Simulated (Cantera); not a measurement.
## Stirred combustor or abatement burner

A perfectly stirred reactor is fed with CH4 : H2 : O2 : N2 = 1 : 0.18 : 3.87 : 14.6 (molar parts), at 15000 Torr; it is adiabatic with a 475 K inlet, and is followed from long to short residence time, starting on the burning branch (τ in s: 0.12, 0.052, 0.023, 0.01, 0.0046, 0.002, 0.0009, 0.0004, 0.00018, 7.8e-05, 3.5e-05, 1.5e-05, 6.8e-06).

Model: GRI-Mech 3.0 (53 species, 325 reactions), integrated in Cantera. The pressure lies above the range GRI-Mech 3.0 was tuned for (to about 10 atm).

```
τ (s)    T (K)     x CH4      x H2    x O2   x CH2O    x CH2   x C2H2
-------  -----  --------  --------  ------  -------  -------  -------
0.12      1702   4.06e-6   4.10e-6  0.0910  4.05e-7  1.29e-9  1.23e-9
0.052     1701   8.59e-6   6.83e-6  0.0910  8.65e-7  2.98e-9  5.01e-9
0.023     1700   1.73e-5   1.22e-5  0.0911  1.77e-6  6.69e-9  1.75e-8
0.010     1698   3.48e-5   2.33e-5  0.0912  3.63e-6  1.51e-8  5.70e-8
0.0046    1694   6.77e-5   4.43e-5  0.0914  7.22e-6  3.15e-8  1.61e-7
0.0020    1685  0.000146   9.47e-5  0.0920  1.61e-5  6.58e-8  4.78e-7
0.00090   1663  0.000356  0.000227  0.0936  4.09e-5  1.17e-7  1.36e-6
0.00040    475    0.0509   0.00916   0.197   <1e-12   <1e-12   <1e-12
0.00018    475    0.0509   0.00916   0.197   <1e-12   <1e-12   <1e-12
7.8e-5     475    0.0509   0.00916   0.197   <1e-12   <1e-12   <1e-12
3.5e-5     475    0.0509   0.00916   0.197   <1e-12   <1e-12   <1e-12
1.5e-5     475    0.0509   0.00916   0.197   <1e-12   <1e-12   <1e-12
6.8e-6     475    0.0509   0.00916   0.197   <1e-12   <1e-12   <1e-12
```
x: mole fraction; the columns are a selection and need not sum to one.
